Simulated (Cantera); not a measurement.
What does this Cantera script print?

```python
import numpy as np
import cantera as ct

gas = ct.Solution("gri30.yaml")
gas.TP = 300, 101325
flame = ct.CounterflowDiffusionFlame(gas, width=0.02)
flame.fuel_inlet.X, flame.fuel_inlet.T = {'CH3OH': 1}, 600
flame.oxidizer_inlet.X, flame.oxidizer_inlet.T = {'O2': 0.22, 'N2': 0.78}, 723
flame.set_refine_criteria(ratio=3, slope=0.12, curve=0.24, prune=0.03)
show = ['OH', 'H', 'NO', 'CO', 'C2H2']

rows = []
print(f"{'mdot':>8s}{'a_max':>10s}{'a_mean':>10s}{'Tmax/K':>9s}" + "".join(f"{s:>11s}" for s in show) + "   (peak mole fractions)")
for i, mdot in enumerate([0.25, 0.39, 0.6, 0.92, 1.4, 2.2, 3.4]):  # kg/m2/s on the oxidiser side
    flame.oxidizer_inlet.mdot, flame.fuel_inlet.mdot = mdot, 0.97 * mdot
    flame.solve(loglevel=0, auto=(i == 0))
    if flame.T.max() < max(600, 723) + 100:
        print(f"{mdot:8.3g}  no burning solution found from the previous one")
        break
    dT = np.abs(np.gradient(flame.T, flame.grid))
    rows.append([flame.strain_rate("max"), flame.strain_rate("mean"), flame.T.max(),
                 *(flame.X[gas.species_index(s)].max() for s in show), max(dT[0], dT[-1]) / dT.max()])
    print(f"{mdot:8.3g}{rows[-1][0]:10.1f}{rows[-1][1]:10.1f}{rows[-1][2]:9.1f}" + "".join(f"{x:11.3e}" for x in rows[-1][3:-1]))
```

It prints:

```
    mdot     a_max    a_mean   Tmax/K         OH          H         NO         CO       C2H2   (peak mole fractions)
    0.25     196.1      44.3   2292.7  1.344e-02  7.772e-03  2.633e-04  2.068e-01  1.224e-04
    0.39     293.0      69.1   2243.4  1.378e-02  8.977e-03  1.729e-04  2.046e-01  1.674e-04
     0.6     433.8     106.3   2187.9  1.390e-02  1.023e-02  1.137e-04  2.019e-01  2.227e-04
    0.92     642.4     163.0   2126.5  1.375e-02  1.146e-02  7.769e-05  1.982e-01  2.888e-04
     1.4     949.9     248.1   2068.9  1.356e-02  1.269e-02  5.763e-05  1.944e-01  3.642e-04
     2.2    1457.8     389.8   2011.4  1.332e-02  1.402e-02  4.475e-05  1.908e-01  4.518e-04
     3.4    2209.8     602.5   1949.5  1.267e-02  1.503e-02  3.479e-05  1.859e-01  5.169e-04
```

Computed with Cantera and GRI-Mech 3.0 (53 species, 325 reactions). GRI-Mech 3.0 was tuned for natural gas; its chemistry of methanol as a main component is partial and can be far from experiment. GRI-Mech 3.0 has no aromatics or soot, which form on the fuel side of real flames. The maximum strain rate includes the flame's own expansion and is several times the mean.
